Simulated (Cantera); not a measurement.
An adiabatic, constant-pressure homogeneous reactor starts with CH3OH : O2 : N2 = 1 : 0.789 : 3.87 (molar parts), equivalence ratio 1.9, at 1648 K and 270 Torr.

Cantera simulation using GRI-Mech 3.0 (53 species, 325 reactions); the numbers are that mechanism's predictions, not measurements. GRI-Mech 3.0 was tuned for natural gas; its chemistry of methanol as a main component is partial and can be far from experiment.

x: mole fraction; the columns are a selection and need not sum to one.

| t (s) | T (K) | x CH3OH | x O2 | x OH | x C2H6 | x HO2 | x H2 | x C2H2 |
|---|---|---|---|---|---|---|---|---|
| 3.00e-6 | 1648 | 0.177 | 0.139 | 2.15e-6 | 1.42e-9 | ? | 4.92e-5 | 5.81e-10 |
| 8.50e-6 | 1648 | 0.176 | 0.139 | 2.46e-6 | 2.38e-8 | ? | 0.000171 | 1.85e-9 |
| 2.41e-5 | 1648 | 0.175 | 0.138 | 5.26e-6 | 2.01e-7 | ? | 0.000674 | 5.62e-9 |
| 6.82e-5 | 1658 | 0.164 | 0.133 | 2.82e-5 | 4.37e-7 | ? | 0.00469 | 2.08e-8 |
| 0.000193 | 2211 | <1e-12 | 0.00446 | 0.0134 | <1e-12 | ? | 0.0854 | <1e-12 |
| 0.000548 | 2336 | <1e-12 | 0.00281 | 0.0123 | <1e-12 | ? | 0.0898 | <1e-12 |
| 0.00155 | 2478 | <1e-12 | 0.00142 | 0.00979 | <1e-12 | ? | 0.0914 | <1e-12 |
| 0.00440 | 2555 | <1e-12 | 0.000755 | 0.00759 | <1e-12 | 2.55e-7 | 0.0924 | <1e-12 |
| 0.0125 | 2561 | <1e-12 | 0.000681 | 0.00725 | <1e-12 | 2.37e-7 | 0.0928 | <1e-12 |
| 0.0353 | 2559 | <1e-12 | 0.000666 | 0.00718 | <1e-12 | 2.32e-7 | 0.0930 | <1e-12 |
| 0.100 | 2559 | <1e-12 | 0.000665 | 0.00717 | <1e-12 | 2.31e-7 | 0.0930 | <1e-12 |

**Question.** Fill in the missing entries.

**Answer.** 
- 3.00e-6, x HO2: 5.86e-5
- 8.50e-6, x HO2: 0.000203
- 2.41e-5, x HO2: 0.000633
- 6.82e-5, x HO2: 0.00177
- 0.000193, x HO2: 6.89e-7
- 0.000548, x HO2: 4.97e-7
- 0.00155, x HO2: 3.59e-7
